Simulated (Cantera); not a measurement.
Standard-state values (1 bar) from the NASA 1993 polynomials, evaluated with Cantera. Values are per mole of reaction as written; species without (g) are pure solids or liquids, kept so even where they would boil at 1 bar.

2 HF(g) + 2 CsCl → 2 Cs + F₂(g) + 2 HCl(g), with ΔH° = 1246.2 kJ and ΔS° = 197.1 J/K at 300 K.

Problem. How far is the shortcut ΔG° ≈ ΔH°(300 K) − T·ΔS°(300 K) from the full temperature-dependent value at 873, 898, 923, 948, 973, 998, 1023, 1048, 1073, 1098 K?

Solution. 
| T (K) | shortcut (kJ) | full (kJ) | difference (kJ) | difference in log10 K | condensed phases |
|---|---|---|---|---|---|
| 873 | 1074.1 | 1073.0 | 1.1 | -0.07 | CsCl(s), Cs(l) |
| 898 | 1069.2 | 1068.5 | 0.7 | -0.04 | CsCl(s), Cs(l) |
| 923 | 1064.3 | 1064.2 | 0.1 | 0.00 | CsCl(l), Cs(l) |
| 948 | 1059.3 | 1060.6 | -1.3 | 0.07 | CsCl(l), Cs(l) |
| 973 | 1054.4 | 1057.0 | -2.6 | 0.14 | CsCl(l), Cs(l) |
| 998 | 1049.5 | 1053.5 | -4.1 | 0.21 | CsCl(l), Cs(l) |
| 1023 | 1044.5 | 1050.1 | -5.5 | 0.28 | CsCl(l), Cs(l) |
| 1048 | 1039.6 | 1046.6 | -7.0 | 0.35 | CsCl(l), Cs(l) |
| 1073 | 1034.7 | 1043.2 | -8.5 | 0.41 | CsCl(l), Cs(l) |
| 1098 | 1029.8 | 1039.8 | -10.1 | 0.48 | CsCl(l), Cs(l) |
The shortcut ignores heat capacities and the phase changes listed.
